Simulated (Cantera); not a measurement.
An adiabatic, constant-pressure homogeneous reactor starts with H2 : O2 : N2 = 1 : 0.227 : 0.855 (molar parts), equivalence ratio 2.2, at 1575 K and 1.01 bar. Integrator tolerance rtol = 1e-08.

Cantera simulation using the H2/O2 subset of GRI-Mech 3.0, which has no nitrogen chemistry; the numbers are that mechanism's predictions, not measurements.

Q: What does this change do: N2 0.855 to 2.5 parts?

A: 
| quantity | before | after |
|---|---|---|
| time of steepest temperature rise | 11.4 µs | 20.7 µs |
| temperature at 0.100 s | 2787 K | 2394 K |
| equilibrium temperature | 2787 K | 2394 K |
| x(H2) at 0.100 s | 0.272 (gas-phase equilibrium 0.272) | 0.153 (gas-phase equilibrium 0.153) |
| x(O2) at 0.100 s | 0.000299 (gas-phase equilibrium 0.000299) | 8.48e-6 (gas-phase equilibrium 8.48e-6) |
| x(H) at 0.100 s | 0.0409 (gas-phase equilibrium 0.0409) | 0.00604 (gas-phase equilibrium 0.00604) |
| x(OH) at 0.100 s | 0.00946 (gas-phase equilibrium 0.00946) | 0.000922 (gas-phase equilibrium 0.000922) |
| x(H2O2) at 0.100 s | 4.86e-8 (gas-phase equilibrium 4.86e-8) | 2.09e-9 (gas-phase equilibrium 2.09e-9) |
| x(H2O) at 0.100 s | 0.227 (gas-phase equilibrium 0.227) | 0.128 (gas-phase equilibrium 0.128) |
| x(O) at 0.100 s | 0.000893 (gas-phase equilibrium 0.000893) | 2.44e-5 (gas-phase equilibrium 2.44e-5) |
